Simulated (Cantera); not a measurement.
# Moist CO burnout

An isothermal, constant-pressure homogeneous reactor starts with CO : O2 : H2O : N2 = 0.0059 : 0.0082 : 0.009 : 1 (molar parts), at 1298 K and 0.370 bar.

Detailed kinetics in Cantera: GRI-Mech 3.0 (53 species, 325 reactions).

| t (s) | x CO | x O2 | x H2O | x H | x NO | x O | x H2 |
|---|---|---|---|---|---|---|---|
| 4.00e-6 | 0.00577 | 0.00801 | 0.00880 | <1e-12 | <1e-12 | 1.42e-11 | <1e-12 |
| 1.53e-5 | 0.00577 | 0.00801 | 0.00880 | <1e-12 | <1e-12 | 5.39e-11 | <1e-12 |
| 5.87e-5 | 0.00577 | 0.00801 | 0.00880 | 1.98e-12 | <1e-12 | 2.03e-10 | <1e-12 |
| 0.000225 | 0.00577 | 0.00801 | 0.00880 | 4.47e-11 | <1e-12 | 7.39e-10 | 3.42e-12 |
| 0.000862 | 0.00577 | 0.00801 | 0.00880 | 8.73e-10 | <1e-12 | 3.60e-9 | 2.60e-10 |
| 0.00330 | 0.00577 | 0.00801 | 0.00880 | 1.15e-7 | <1e-12 | 3.28e-7 | 6.86e-8 |
| 0.0126 | 0.00202 | 0.00617 | 0.00805 | 0.000656 | 2.33e-7 | 0.000481 | 0.000317 |
| 0.0485 | 9.23e-5 | 0.00518 | 0.00874 | 1.90e-5 | 6.28e-7 | 3.88e-5 | 3.50e-5 |
| 0.186 | 6.09e-6 | 0.00514 | 0.00881 | 3.45e-7 | 6.37e-7 | 2.64e-6 | 2.37e-6 |
| 0.711 | 4.68e-7 | 0.00514 | 0.00882 | 1.29e-8 | 6.39e-7 | 2.98e-7 | 2.57e-7 |
| 2.73 | 6.58e-8 | 0.00515 | 0.00882 | 1.13e-9 | 6.41e-7 | 5.89e-8 | 4.93e-8 |
| 10.4 | 2.24e-8 | 0.00515 | 0.00882 | 2.74e-10 | 6.41e-7 | 2.27e-8 | 1.91e-8 |
| 40.0 | 1.96e-8 | 0.00515 | 0.00882 | 2.32e-10 | 6.41e-7 | 2.03e-8 | 1.70e-8 |
x: mole fraction; the columns are a selection and need not sum to one.

Equilibrium at this temperature and pressure: CO 1.97e-8, O2 0.00511, H2O 0.00882, H 2.32e-10, NO 6.84e-5, O 2.02e-8, H2 1.71e-8 (gas phase only).
